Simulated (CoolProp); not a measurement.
A single-stage vapour-compression cycle with R410A: evaporating at 272.15 K (dew point), condensing at 318.15 K (bubble point), superheat 0 K, subcooling 2 K, compressor efficiency 0.7, no pressure losses. Each further row changes one setting.

Values from CoolProp's reference Helmholtz-energy equation of state, Lemmon 2003. It is a pseudo-pure fit of the blend.

```tsv
case	cooling COP	pressure ratio	discharge temperature (K)	refrigerating effect (kJ/kg)	volumetric capacity (kJ/m³)
as stated	(withheld)	3.54	349.3	149	4420
evaporating temperature 277.15 K	(withheld)	(withheld)	345.1	151	(withheld)
condensing temperature 313.15 K	3.55	(withheld)	341.4	159	(withheld)
subcooling 7 K	3.21	3.54	349.3	159	4700
superheat 10 K	3.01	3.54	(withheld)	160	(withheld)
compressor efficiency 0.6	2.59	3.54	356.0	149	4420
```

Task: Some entries are withheld; supply them.

Result: 
- as stated, cooling COP: 3.02
- evaporating temperature 277.15 K, cooling COP: 3.53
- evaporating temperature 277.15 K, pressure ratio: 3.02
- evaporating temperature 277.15 K, volumetric capacity (kJ/m³): 5240
- condensing temperature 313.15 K, pressure ratio: 3.14
- condensing temperature 313.15 K, volumetric capacity (kJ/m³): 4690
- superheat 10 K, discharge temperature (K): 361.0
- superheat 10 K, volumetric capacity (kJ/m³): 4430
